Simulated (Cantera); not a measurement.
An isothermal, constant-pressure homogeneous reactor starts with 18.5 % N₂O, 0.0574 % H₂, 81.4 % N₂, at 1275 K and 105 Torr.

Detailed kinetics in Cantera: GRI-Mech 3.0 (53 species, 325 reactions). GRI-Mech 3.0 was tuned for natural gas; its chemistry of N2O as a main component is partial and can be far from experiment. The mechanism lacks the step 2 NO + O2 → 2 NO2, which can matter for NO2 below about 1400 K. The temperature is held fixed by assumption; the heat of reaction is taken as removed at once.

x: mole fraction; the columns are a selection and need not sum to one.

| t (s) | x N₂O | x H₂ | x N₂ | x H₂O | x H₂O₂ | x H |
|---|---|---|---|---|---|---|
| 0.000100 | 0.185 | 0.000574 | 0.814 | 8.50e-9 | <1e-12 | 2.38e-8 |
| 0.000242 | 0.185 | 0.000573 | 0.814 | 1.10e-7 | <1e-12 | 5.92e-8 |
| 0.000588 | 0.185 | 0.000571 | 0.814 | 1.12e-6 | 1.52e-11 | 1.32e-7 |
| 0.00143 | 0.185 | 0.000562 | 0.814 | 8.50e-6 | 3.61e-10 | 2.79e-7 |
| 0.00346 | 0.185 | 0.000518 | 0.815 | 4.83e-5 | 5.13e-9 | 4.86e-7 |
| 0.00838 | 0.184 | ? | 0.815 | 0.000179 | 1.11e-8 | 4.68e-7 |
| 0.0203 | 0.183 | ? | 0.815 | 0.000377 | 6.21e-9 | 2.02e-7 |
| 0.0492 | 0.181 | ? | 0.816 | 0.000516 | 1.55e-9 | 4.68e-8 |
| 0.119 | 0.177 | ? | 0.819 | 0.000563 | 2.94e-10 | 1.10e-8 |
| 0.289 | 0.166 | ? | 0.824 | 0.000566 | 1.57e-10 | 7.72e-9 |
| 0.702 | 0.144 | 1.02e-8 | 0.834 | 0.000560 | 1.46e-10 | 8.28e-9 |
| 1.70 | 0.102 | 1.05e-8 | 0.855 | 0.000549 | 1.41e-10 | 9.05e-9 |
| 4.12 | 0.0467 | 1.10e-8 | 0.882 | 0.000535 | 1.24e-10 | 9.29e-9 |
| 10.0 | 0.00915 | ? | 0.900 | 0.000526 | 7.08e-11 | 4.65e-9 |

What belongs in the gaps?


- 0.00838, x H₂: 0.000385
- 0.0203, x H₂: 0.000189
- 0.0492, x H₂: 5.22e-5
- 0.119, x H₂: 6.13e-6
- 0.289, x H₂: 9.28e-8
- 10.0, x H₂: 7.25e-9
